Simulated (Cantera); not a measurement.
An adiabatic, constant-pressure homogeneous reactor starts with C₂H₄ : O₂ : N₂ : H₂O = 1 : 9.38 : 24.4 : 0.96 (molar parts), equivalence ratio 0.32, at 1773 K and 71000 Pa.

Cantera simulation using GRI-Mech 3.0 (53 species, 325 reactions); the numbers are that mechanism's predictions, not measurements. GRI-Mech 3.0 was tuned for natural gas; its chemistry of ethylene as a main component is partial and can be far from experiment.

One state of this run: T (K) = 2512; x C₂H₄ = <1e-12; x O₂ = 0.164; x H₂O = 0.0733; x CO₂ = 0.0496; x HO₂ = 9.60e-6. x: mole fraction; the columns are a selection and need not sum to one.

Which value of t (s) does it belong to?
A. 1.31
B. 6.11e-6
C. 5.69e-5
D. 1.86e-5

A, 1.31
